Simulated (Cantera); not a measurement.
Catalytic combustion on Pt

An isothermal plug-flow reactor at 725 K and 0.230 bar (inlet), inlet velocity 2.4 m/s, active area per volume 2000 1/m; feed 3.31 % CO, 5.95 % O2, 87.1 % N2, 3.64 % H2O, equivalence ratio 0.28.

Computed with Cantera and Deutschmann's 1995 Pt surface mechanism with GRI-Mech 3.0 gas chemistry. Catalytic surfaces can have several steady states; this one follows from the mechanism file's or the stated starting coverage. Mass transfer to the wall is taken as infinitely fast.

```tsv
z (m)	x CO	x O2	x H2O	x CO2	θ free Pt	θ O*	θ OH*	θ CO*
0.00031	0.0314	0.0587	0.0364	0.00174	0.0811	0.00387	0.000268	0.915
0.00052	0.0302	0.0581	0.0364	0.00296	0.0827	0.00400	0.000276	0.913
0.00087	0.0281	0.0571	0.0365	0.00508	0.0859	0.00425	0.000290	0.910
0.0015	0.0239	0.0552	0.0366	0.00930	0.0934	0.00490	0.000325	0.901
0.0024	0.0165	0.0516	0.0367	0.0168	0.114	0.00701	0.000430	0.879
0.004	0.00133	0.0444	0.0370	0.0323	0.0441	0.952	0.00313	0.000434
0.0067	0.000465	0.0439	0.0370	0.0332	0.0358	0.961	0.00283	9.90e-5
0.011	0.000122	0.0438	0.0370	0.0335	0.0337	0.964	0.00275	2.30e-5
0.019	1.20e-5	0.0437	0.0370	0.0336	0.0331	0.964	0.00273	2.18e-6
0.031	3.88e-7	0.0437	0.0370	0.0336	0.0331	0.964	0.00273	7.02e-8
```
x: gas mole fraction; θ: surface coverage.
